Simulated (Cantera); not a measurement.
Input: 1 mol SiCl4, a varied amount of H2O, at 1048 K and 100000 Pa.

Method: chemical equilibrium by Gibbs-energy minimisation in Cantera with the NASA 1993 tables (ideal gas, pure condensed phases). Candidate condensed phases: H2O, Si, SiO2; 30 gas species. Rates play no part.

Problem. What share of the Si ends up in condensed phases as a function of n(H2O) (mol), at 0.65, 0.78, 0.93, 1.1, 1.3, 1.6, 1.9, 2.3, 2.7, 3.3, 3.9, 4.7, 5.6?

Solution. 
```csv
n(H2O) (mol),Si condensed (%),as
0.65,32.5,SiO2(β-quartz)
0.78,39.0,SiO2(β-quartz)
0.93,46.5,SiO2(β-quartz)
1.1,55.0,SiO2(β-quartz)
1.3,65.0,SiO2(β-quartz)
1.6,80.0,SiO2(β-quartz)
1.9,95.0,SiO2(β-quartz)
2.3,100.0,SiO2(β-quartz)
2.7,100.0,SiO2(β-quartz)
3.3,100.0,SiO2(β-quartz)
3.9,100.0,SiO2(β-quartz)
4.7,100.0,SiO2(β-quartz)
5.6,100.0,SiO2(β-quartz)
```
